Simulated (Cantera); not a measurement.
Charge: 1 mol V₂O₅, 17 mol H₂, 7.6 mol N₂.

Method: chemical equilibrium by Gibbs-energy minimisation in Cantera with the NASA 1993 tables (ideal gas, pure condensed phases). Candidate condensed phases: H₂O, V, VN, VO, V₂O₃, V₂O₄, V₂O₅; 28 gas species. Condensed phases not in the tables: the oxides between V₂O₃ and V₂O₅ other than VO₂. The numbers say what is thermodynamically allowed, not how fast it happens.

### Question
What condenses at these points (T in °C, P in Pa): (1777, 150000); (1927, 68); (577, 460); (1927, 22000); (1177, 10)?

### Answer
```tsv
T (°C)	P in Pa	condensed phases	V condensed (%)
1777	150000	V₂O₃	100.0
1927	68	gas only	0.0
577	460	V₂O₃	100.0
1927	22000	V₂O₃	98.0
1177	10	V₂O₃	100.0
```
